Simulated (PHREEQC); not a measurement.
Solution A (22 mmol/kgw Ni(NO3)2 and 0.22 mmol/kgw H3BO3) is mixed with solution B (3.8 mmol/kgw NaH2PO4, 39 mmol/kgw H2SO4 and 0.62 mmol/kgw H3AsO4) at 25 °C; shares are by mass of water, 1 kg in all. O2 is buffered at 0.21 atm. No CO2 enters from the air. Solids allowed: Ni(OH)2, Ni3(PO4)2, Ni4(OH)6SO4, Ni3(AsO4)2:8H2O, Mirabilite, Morenosite. Others were left out.

Equilibrium calculation in PHREEQC: ion-association model, wateq4f.dat.

```
share of solution B    pH  Ni+2 (mol/kgw)  H3AsO4 (mol/kgw)  H3PO4 (mol/kgw)  HSO4- (mol/kgw)  SO4-2 (mol/kgw)
-------------------  ----  --------------  ----------------  ---------------  ---------------  ---------------
0                    5.91          0.0220                 0                0                0                0
0.1                  2.23          0.0185           3.01e-5         0.000157         0.000615          0.00200
0.2                  1.96          0.0156           7.90e-5                ?          0.00211          0.00368
0.3                  1.81          0.0130          0.000133         0.000740          0.00418          0.00515
0.4                  1.70               ?          0.000188                ?          0.00666          0.00647
0.5                  1.62               ?          0.000245          0.00140          0.00947          0.00767
0.6                  1.56         0.00673          0.000303          0.00174           0.0125          0.00877
0.7                  1.51         0.00492          0.000361          0.00209           0.0158          0.00979
0.8                  1.46         0.00320          0.000419          0.00244                ?           0.0107
0.9                     ?         0.00156                 ?          0.00279           0.0227           0.0116
1                    1.39               0          0.000537          0.00315           0.0264           0.0125
```

Problem. Some entries are withheld; supply them.

Solution. 
- 0.2, H3PO4 (mol/kgw): 0.000430
- 0.4, Ni+2 (mol/kgw): 0.0108
- 0.4, H3PO4 (mol/kgw): 0.00107
- 0.5, Ni+2 (mol/kgw): 0.00867
- 0.8, HSO4- (mol/kgw): 0.0192
- 0.9, pH: 1.42
- 0.9, H3AsO4 (mol/kgw): 0.000478

Complexes and solids missing from the database can't appear. H3PO4, which wateq4f.dat lacks, is added to it with the constant of phreeqc.dat. The database has no phosphate complexes of Ni. The database has no arsenate complexes of Ni.
